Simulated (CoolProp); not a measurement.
Saturation properties of hexamethyldisiloxane (MM) (Tc = 245.6 °C, pc = 1931 kPa, ω = 0.418).

Model: reference Helmholtz-energy equation of state, Thol 2016, in CoolProp.

```tsv
T (°C)	p (kPa)	liquid density (kg/m³)	enthalpy of vaporisation (kJ/kg)	liquid cp (kJ/(kg K))	vapour Z	surface tension (mN/m)
-21.45	0.3037	807.5	249.9	1.792	0.9991	19.7
-15.95	0.4589	801.9	247.4	1.803	0.9988	19.2
-10.35	0.6838	796.2	244.8	1.815	0.9983	18.6
-4.85	0.9917	790.6	242.3	1.827	0.9978	18.1
0.75	1.421	784.8	239.8	1.840	0.9971	17.6
6.35	2.000	779.0	237.3	1.853	0.9963	17.1
11.85	2.754	773.3	234.8	1.866	0.9953	16.6
17.45	3.755	767.4	232.3	1.880	0.9940	16.1
22.95	5.021	761.7	229.8	1.894	0.9926	15.6
28.55	6.658	755.8	227.3	1.909	0.9909	15.1
34.15	8.718	749.8	224.7	1.924	0.9890	14.6
39.65	11.23	743.9	222.2	1.938	0.9867	14.1
45.25	14.37	737.9	219.7	1.954	0.9842	13.6
50.75	18.11	731.9	217.1	1.969	0.9813	13.2
```

It boils at 100.5 °C under 1 atm.

Surface tension comes from a separate correlation (Mulero 2014), older than this fluid's equation and unchecked against measurements.
